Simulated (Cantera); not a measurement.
What does this Cantera script print?

```python
import numpy as np
import cantera as ct

gas_names = [...]  # 95 gases of nasa_gas.yaml made of C, F, H
cond_names = """
    C(gr) C6H6(L) C7H8(L) C8H18(L),n-octa
""".split()


# ... load() reads the species with a 1 bar reference pressure and builds the phases ...
atoms = {
    'c-C4F8': {'C': 4, 'F': 8},
    'CH4': {'C': 1, 'H': 4},
    'H2': {'H': 2},
}
top_T = {'C(gr)': 4500}  # K; cautious upper limits of use, not melting points


# ... equilibrate(T, P, feed) seeds the gas with the atoms and calls Mixture.equilibrate('TP', solver="vcs", rtol=1e-11, max_steps=5000) ...
results = []
feed = {'c-C4F8': 1, 'CH4': 0.014, 'H2': 9.9}  # mol
P = 11000  # Pa
for T in [1175, 1375, 1575, 1775, 1975, 2175, 2375, 2575, 2775]:
    mix = equilibrate(T, P, feed)
    results.append((T, P, feed, dict(zip(mix.species_names, mix.species_moles))))
    x = sorted(zip(gas.X, gas.species_names), reverse=True)
    print(f"T = {T:g} K  P = {P:g} Pa  gas = {mix.phase_moles(0):.4g} mol")
    print("   x: " + "  ".join(f"{s} {v:.3e}" for v, s in x if v > 1e-05))
    print("   condensed (mol): " + ("  ".join(f"{mix.phase(i).name} {mix.phase_moles(i):.4g}"
          for i in range(1, mix.n_phases) if mix.phase_moles(i) > 1e-12) or "none"))
```

Output:

```
T = 1175 K  P = 11000 Pa  gas = 13.92 mol
   x: HF 5.746e-01  H2 4.250e-01  CH4 3.805e-04
   condensed (mol): C(gr) 4.009
T = 1375 K  P = 11000 Pa  gas = 13.93 mol
   x: HF 5.744e-01  H2 4.255e-01  CH4 9.910e-05
   condensed (mol): C(gr) 4.013
T = 1575 K  P = 11000 Pa  gas = 13.93 mol
   x: HF 5.744e-01  H2 4.255e-01  H 8.173e-05  CH4 3.622e-05
   condensed (mol): C(gr) 4.013
T = 1775 K  P = 11000 Pa  gas = 13.93 mol
   x: HF 5.742e-01  H2 4.251e-01  H 5.690e-04  C2H2,acetylene 6.053e-05  CH4 1.664e-05
   condensed (mol): C(gr) 4.012
T = 1975 K  P = 11000 Pa  gas = 13.95 mol
   x: HF 5.736e-01  H2 4.234e-01  H 2.685e-03  C2H2,acetylene 2.750e-04
   condensed (mol): C(gr) 4.006
T = 2175 K  P = 11000 Pa  gas = 13.99 mol
   x: HF 5.716e-01  H2 4.179e-01  H 9.515e-03  C2H2,acetylene 9.326e-04  F 1.029e-05
   condensed (mol): C(gr) 3.988
T = 2375 K  P = 11000 Pa  gas = 14.12 mol
   x: HF 5.665e-01  H2 4.038e-01  H 2.702e-02  C2H2,acetylene 2.508e-03  F 5.624e-05
   condensed (mol): C(gr) 3.942
T = 2575 K  P = 11000 Pa  gas = 14.39 mol
   x: HF 5.557e-01  H2 3.745e-01  H 6.391e-02  C2H2,acetylene 5.505e-03  F 2.395e-04  C2H 7.871e-05  C4H2 3.351e-05  C3 1.401e-05
   condensed (mol): C(gr) 3.85
T = 2775 K  P = 11000 Pa  gas = 14.9 mol
   x: HF 5.360e-01  H2 3.238e-01  H 1.285e-01  C2H2,acetylene 9.927e-03  F 8.473e-04  C2H 4.766e-04  C3 2.104e-04  C4H2 1.267e-04  CF 5.896e-05  C 4.546e-05  C2 2.045e-05  C2H2,vinylidene 1.782e-05
   condensed (mol): C(gr) 3.683
```

Cantera equilibrium calculation (NASA polynomials, part measured and part estimated; ideal gas, pure solids and liquids). The feed counts by its element totals alone.
